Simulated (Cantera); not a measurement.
A closed system holds: 1 mol PH₃, 0.78 mol H₂, 0.082 mol O₂, at 1098 K and 750 Torr.

These are equilibrium values from Cantera (NASA tables, ideal gas, pure condensed phases), not measurements of a reactor. Candidate condensed phases: H₂O, P, P₄O₁₀; 17 gas species. Gases not in the tables: HPO₂, HPO₃ and P₄O₆. The numbers say what is thermodynamically allowed, not how fast it happens.

Base state: H₂ 0.831, P₄ 0.0927, H₂O 0.0645, P₂ 0.0109, PH₃ 0.000460 (mole fractions); condensed: gas only.

### Question
What changes in the equilibrium state with this change: pressure from 750 Torr to 50.3 Torr?

### Answer
| species | before | after |
|---|---|---|
| H₂ | 0.831 | 0.820 |
| P₄ | 0.0927 | 0.0776 |
| H₂O | 0.0645 | 0.0635 |
| P₂ | 0.0109 | 0.0387 |
| PH₃ | 0.000460 | 5.67e-5 |
| PO | 2.67e-6 | 1.93e-5 |
| PO₂ | 1.58e-6 | 1.14e-5 |
